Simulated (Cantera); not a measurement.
Charge: 1 mol Al, a varied amount of HCl, 470 mol N₂, held at 923 K and 0.320 bar.

Equilibrium computed with Cantera from the NASA thermochemical tables; the gas is ideal and each condensed phase is pure. Candidate condensed phases: Al, AlCl₃, AlN, NH₄Cl; 20 gas species. Kinetics and transport are ignored.

x: gas mole fraction; n: condensed amount in mol.

```tsv
n(HCl) (mol)	x N₂	x HCl	x H₂	x AlCl₃	n AlN(s)
0.65	0.999	0.000603	0.000390	0.000260	0.878
1.8	0.997	(withheld)	(withheld)	(withheld)	(withheld)
2.9	0.995	(withheld)	(withheld)	(withheld)	(withheld)
4	0.992	0.00303	0.00271	0.00181	0.145
5.2	0.990	0.00463	0.00316	0.00211	0
6.3	0.988	0.00694	0.00315	0.00210	0
7.5	0.985	0.00943	0.00314	0.00210	0
8.6	0.983	0.0117	0.00314	0.00209	0
```

Q: Fill in the missing entries.

A: 
- 2.9, x HCl: 0.00228
- 2.9, x H₂: 0.00193
- 2.9, x AlCl₃: 0.00129
- 2.9, n AlN(s): 0.393
- 1.8, x HCl: 0.00150
- 1.8, x H₂: 0.00116
- 1.8, x AlCl₃: 0.000774
- 1.8, n AlN(s): 0.635
